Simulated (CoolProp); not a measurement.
A simple Rankine cycle with isobutene: condensing at 317.15 K, boiler at 2.4 MPa, turbine inlet 537.9 K, turbine efficiency 0.7, pump efficiency 0.7, no recuperator. Each further row changes one setting.

Computed with CoolProp (reference Helmholtz-energy equation of state, Lemmon 2005). It is a short technical equation, of lower accuracy than the large ones.

| case | thermal efficiency (%) | net work (kJ/kg) | heat in (kJ/kg) | turbine exit temperature (K) | volume ratio over the turbine |
|---|---|---|---|---|---|
| as stated | 9.1 | ___ | 784 | 497.5 | 4.55 |
| condensing temperature 309.15 K | 10.2 | 81.9 | 803 | ___ | 5.63 |
| boiler pressure 1.68 MPa | 7.2 | 57.1 | ___ | 507.9 | 3.16 |
| turbine efficiency 0.6 | 7.7 | 60.6 | 784 | 502.1 | 4.60 |

Q: Some entries are withheld; supply them.

A: 
- as stated, net work (kJ/kg): 71.5
- condensing temperature 309.15 K, turbine exit temperature (K): 492.4
- boiler pressure 1.68 MPa, heat in (kJ/kg): 794
